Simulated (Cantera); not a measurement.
**Diamond growth**

A diamond (100) surface in a fixed gas of H2 with x(CH4) = 0.0063, x(H) = 0.00068, x(CH3) = 0.00046, 0.0120 bar; coverages are run to steady state.

Model: the Harris–Goodwin 1993 mechanism for the reconstructed diamond (100) surface, integrated in Cantera.

```json
[
 {"T (K)": "900", "growth (µm/h)": "0.933", "θ c6HH": "0.430", "θ c6H*": "0.00638", "θ c6*H": "0.179", "θ c6**": "0.00222", "θ c6HM": "0.308"},
 {"T (K)": "975", "growth (µm/h)": "1.14", "θ c6HH": "0.477", "θ c6H*": "0.0121", "θ c6*H": "0.267", "θ c6**": "0.00488", "θ c6HM": "0.178"},
 {"T (K)": "1050", "growth (µm/h)": "0.682", "θ c6HH": "0.521", "θ c6H*": "0.0208", "θ c6*H": "0.372", "θ c6**": "0.00931", "θ c6HM": "0.0519"},
 {"T (K)": "1125", "growth (µm/h)": "0.342", "θ c6HH": "0.504", "θ c6H*": "0.0290", "θ c6*H": "0.434", "θ c6**": "0.0139", "θ c6HM": "0.00952"},
 {"T (K)": "1200", "growth (µm/h)": "0.287", "θ c6HH": "0.473", "θ c6H*": "0.0363", "θ c6*H": "0.465", "θ c6**": "0.0181", "θ c6HM": "0.00169"},
 {"T (K)": "1275", "growth (µm/h)": "0.259", "θ c6HH": "0.451", "θ c6H*": "0.0431", "θ c6*H": "0.480", "θ c6**": "0.0217", "θ c6HM": "0.000315"},
 {"T (K)": "1350", "growth (µm/h)": "0.127", "θ c6HH": "0.440", "θ c6H*": "0.0491", "θ c6*H": "0.485", "θ c6**": "0.0245", "θ c6HM": "6.31e-5"}
]
```
θ: site fractions in the mechanism's names (c6HH fully hydrogenated, c6H* and c6*H radical sites, c6** diradical, c6HM methylated).
